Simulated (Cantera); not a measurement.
Input: 1 mol SiHCl₃, 17 mol N₂, 3.5 mol HCl, at 927 °C and 13.3 mbar.

These are equilibrium values from Cantera (NASA tables, ideal gas, pure condensed phases), not measurements of a reactor. Candidate condensed phases: NH₄Cl, Si, Si₃N₄; 28 gas species. N₂ is the only nitrogen source here; it is nearly inert below about 1500 K, so the nitride shown seldom forms there in practice. The tables' values for SiCl₃ are old estimates; treat these amounts as uncertain. Equilibrium is a limit: real reactors are often held back by kinetics, nucleation or transport.

Base state: N₂ 0.781, HCl 0.155, SiCl₄ 0.0353, H₂ 0.0267, SiCl₃ 0.00129, SiCl₂ 0.000415, SiHCl₃ 0.000165 (mole fractions); condensed: Si₃N₄(s).

Question: What changes in the equilibrium state with this change: HCl from 3.5 to 0.13 mol?

Answer: 
```json
[
 {"species": "N₂", "before": "0.781", "after": "0.912"},
 {"species": "HCl", "before": "0.155", "after": "0.0546"},
 {"species": "SiCl₄", "before": "0.0353", "after": "0.0281"},
 {"species": "H₂", "before": "0.0267", "after": "0.00354"},
 {"species": "SiHCl₃", "before": "0.000165", "after": "4.95e-5"},
 {"species": "SiCl₃", "before": "0.00129", "after": "0.00106"},
 {"species": "SiCl₂", "before": "0.000415", "after": "0.000352"},
 {"species": "Si₃N₄(s), mol", "before": "0.0662", "after": "0.153"}
]
```
